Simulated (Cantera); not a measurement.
A freely propagating, adiabatic, planar premixed flame of CH4 : O2 : N2 = 1 : 1.67 : 8.17 (molar parts), unburnt at 325 K and 5.70 bar; multicomponent transport, grid criteria slope 0.08 and curve 0.16, no radiation.

Model: GRI-Mech 3.0 (53 species, 325 reactions), integrated in Cantera. Burning velocities carry a grid error of a few per cent, more on coarse grids.

x: mole fraction of selected species; z is measured from the peak of heat release.

```csv
z (mm),T (K),u (m/s),x CH4,x O2,x CH2,x H,x CH3,x H2O
-1.36,325,0.0552,0.0921,0.154,<1e-8,<1e-8,<1e-8,4.64e-5
-0.905,332,0.0564,0.0916,0.153,<1e-8,<1e-8,<1e-8,0.000871
-0.679,___,0.0621,0.0897,0.151,<1e-8,<1e-8,<1e-8,0.00480
-0.452,___,0.0893,0.0809,0.139,<1e-8,<1e-8,2.32e-8,0.0228
-0.226,___,0.176,0.0513,0.0949,<1e-8,2.78e-7,1.14e-5,0.0754
-0.113,___,0.243,0.0267,0.0557,5.26e-8,1.32e-5,0.000189,0.114
0,1729,0.304,0.00625,0.0176,3.07e-6,0.000175,0.000553,0.148
0.113,1864,0.327,0.00106,0.00317,3.12e-6,0.000349,0.000213,0.158
0.226,1893,0.331,0.000390,0.000676,8.39e-7,0.000269,6.99e-5,0.158
0.452,1903,0.333,0.000190,7.65e-5,1.16e-7,0.000129,1.88e-5,0.157
0.905,1905,0.333,0.000126,5.85e-6,2.22e-8,6.46e-5,6.73e-6,0.157
1.81,1905,0.333,7.75e-5,2.94e-7,<1e-8,5.22e-5,3.35e-6,0.156
3.62,1905,0.333,3.03e-5,1.27e-7,<1e-8,5.16e-5,1.29e-6,0.156
```

Task: Complete the blanks.

Result: 
- -0.679, T (K): 364
- -0.452, T (K): 519
- -0.226, T (K): 1010
- -0.113, T (K): 1387
